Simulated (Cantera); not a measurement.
An adiabatic, constant-pressure homogeneous reactor starts with CH₄ : O₂ : N₂ = 1 : 1.54 : 7.54 (molar parts), at 1550 K and 750 Torr. Integrator tolerance rtol = 1e-08.

Computed with Cantera and GRI-Mech 3.0 (53 species, 325 reactions).

Question: What does this change do: N2 7.54 to 21 parts?

Answer: 
```csv
quantity,before,after
time of steepest temperature rise,0.995 ms,2.40 ms
temperature at 2.00 s,2675 K,2170 K
equilibrium temperature,2675 K,2170 K
x(CH₄) at 2.00 s,<1e-12 (gas-phase equilibrium <1e-12),<1e-12 (gas-phase equilibrium <1e-12)
x(O₂) at 2.00 s,0.00258 (gas-phase equilibrium 0.00258),1.68e-5 (gas-phase equilibrium 1.68e-5)
x(N₂O) at 2.00 s,1.69e-7 (gas-phase equilibrium 1.69e-7),6.54e-9 (gas-phase equilibrium 6.54e-9)
x(O) at 2.00 s,0.00165 (gas-phase equilibrium 0.00165),9.21e-6 (gas-phase equilibrium 9.21e-6)
x(NO) at 2.00 s,0.00321 (gas-phase equilibrium 0.00321),0.000111 (gas-phase equilibrium 0.000111)
```

Question: What does this change do: initial temperature 1550 to 1225 K?

Answer: 
```
quantity                                                            before                                      after
---------------------------------  ---------------------------------------  -----------------------------------------
time of steepest temperature rise                                 0.995 ms                                    47.7 ms
temperature at 2.00 s                                               2675 K                                     2498 K
equilibrium temperature                                             2675 K                                     2498 K
x(CH₄) at 2.00 s                     <1e-12 (gas-phase equilibrium <1e-12)      <1e-12 (gas-phase equilibrium <1e-12)
x(O₂) at 2.00 s                    0.00258 (gas-phase equilibrium 0.00258)  0.000673 (gas-phase equilibrium 0.000673)
x(N₂O) at 2.00 s                   1.69e-7 (gas-phase equilibrium 1.69e-7)    6.52e-8 (gas-phase equilibrium 6.52e-8)
x(O) at 2.00 s                     0.00165 (gas-phase equilibrium 0.00165)  0.000375 (gas-phase equilibrium 0.000375)
x(NO) at 2.00 s                    0.00321 (gas-phase equilibrium 0.00321)    0.00124 (gas-phase equilibrium 0.00124)
```
